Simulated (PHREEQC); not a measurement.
Dissolve 0.27 mol NH4HF2, 0.002 mol H2SiF6, 0.0023 mol H3PO4 and 0.0012 mol HCl per kg of water at 25 °C. Closed to the air; pH follows from the charge balance.

The numbers come from PHREEQC with the ion-association model, phreeqc.dat.

| quantity | before | after |
|---|---|---|
| pH | 2.95 | 3.49 |
| ionic strength (mol/kgw) | 0.273 | 0.272 |
| HF (mol/kgw) | 0.172 | 0.170 |
| F- (mol/kgw) | 0.160 | 0.156 |
| HF2- (mol/kgw) | 0.104 | 0.107 |
| NH3 (mol/kgw) | 8.41e-8 | 1.15e-5 |

### Question
What was changed between the two runs?
A. H2SiF6 from 0.002 to 0.0022 mol/kgw
B. diluted 100-fold with water
C. H2SiF6 replaced by (CH3)4NF at the same molality
D. H3PO4 from 0.0023 to 0.00207 mol/kgw
E. temperature from 25 to 90 °C

### Answer
E, temperature from 25 to 90 °C

This is a speciation only: nothing precipitates in the calculation. At this temperature some constants are extrapolated from 25 °C, and those without enthalpy data are left unchanged. SiF6-2 is the database's only silicon fluoride.
